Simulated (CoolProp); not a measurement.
The numbers come from the reference Helmholtz-energy equation of state, Penoncello 2003 in CoolProp.

For CHF3 (R23), give the phase and the cp (kJ/(kg K)), cv (kJ/(kg K)), speed of sound (m/s) at 407.2 K and 0.0547 MPa; 322.5 K and 0.0656 MPa.


- 407.2 K and 0.0547 MPa: gas; cp 0.882, cv 0.762, speed of sound 236
- 322.5 K and 0.0656 MPa: gas; cp 0.768, cv 0.647, speed of sound 212
